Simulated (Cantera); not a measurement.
Charge: 1 mol Fe, 0.02 mol H₂O, 2.5 mol N₂, at 1425 K and 0.0100 bar.

Equilibrium computed with Cantera from the NASA thermochemical tables; the gas is ideal and each condensed phase is pure. Candidate condensed phases: Fe, FeO, Fe(OH)₂, Fe(OH)₃, Fe₂O₃, Fe₃O₄, H₂O; 27 gas species. Mutual solubility and eutectic melting of coexisting phases are not modelled. The tables' stoichiometric FeO is somewhat more stable than real wüstite, so its field is too wide. FeO: taken at fixed stoichiometry. Kinetics and transport are ignored.

Base state: N₂ 0.992, H₂ 0.00572, H₂O 0.00221 (mole fractions); condensed: Fe(γ) + FeO(s).

**Question.** What changes in the equilibrium state with this change: Fe replaced by Cu?

**Answer.** 
| species | before | after |
|---|---|---|
| N₂ | 0.992 | 0.992 |
| H₂O | 0.00221 | 0.00791 |
| Cu | 0 | 0.000217 |
| H₂ | 0.00572 | 2.00e-5 |
| Fe(γ), mol | 0.986 | 0 |
| FeO(s), mol | 0.0144 | 0 |
| Cu(l), mol | 0 | 0.999 |
Further candidate phases: Cu, CuO, Cu(OH)₂, Cu₂O.

**Question.** What changes in the equilibrium state with this change: 0.015 mol CH₄ added?

**Answer.** 
```csv
species,before,after
N₂,0.992,0.975
H₂,0.00572,0.0178
CO,0,0.00561
CO₂,0,0.000238
H₂O,0.00221,0.00171
"Fe(γ), mol",0.986,1.000
"FeO(s), mol",0.0144,0
```
Further candidate phases: C, C₆H₆, C₇H₈, C₈H₁₈, Fe(CO)₅.
